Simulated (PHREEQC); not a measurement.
0.5 mol of Fluorite (CaF2) is brought to equilibrium with 1 kg of water holding 0.0093 mol/kgw HCl, at several temperatures. O2 is buffered at 0.21 atm. No CO2 enters from the air. Solids allowed: Fluorite. Others were left out.

All values are PHREEQC results (ion-association model, phreeqc.dat), not measurements.

```csv
T (°C),pH,dissolved Ca (mol/kgw),dissolved F (mol/kgw),Ca+2 (mol/kgw),HF (mol/kgw)
5,2.13,0.000731,0.00146,0.000731,0.00128
14,?,0.000871,0.00174,0.000871,0.00154
23,2.17,0.00102,0.00205,0.00102,0.00184
32,?,0.00119,0.00238,0.00119,0.00216
41,?,0.00137,0.00274,0.00137,0.00251
50,2.24,0.00156,0.00312,0.00156,0.00288
59,?,0.00176,0.00351,0.00176,0.00327
68,?,0.00196,0.00392,0.00196,0.00368
77,2.33,0.00217,0.00434,0.00217,0.00409
86,2.37,0.00238,0.00476,0.00238,0.00451
95,2.41,0.00259,0.00518,0.00259,0.00493
```

What belongs in the gaps?


- 14, pH: 2.15
- 32, pH: 2.19
- 41, pH: 2.21
- 59, pH: 2.26
- 68, pH: 2.30

Species that the database lacks are ignored. Away from 25 °C the constants follow the database's enthalpies or fits; those with neither stay at their 25 °C values.
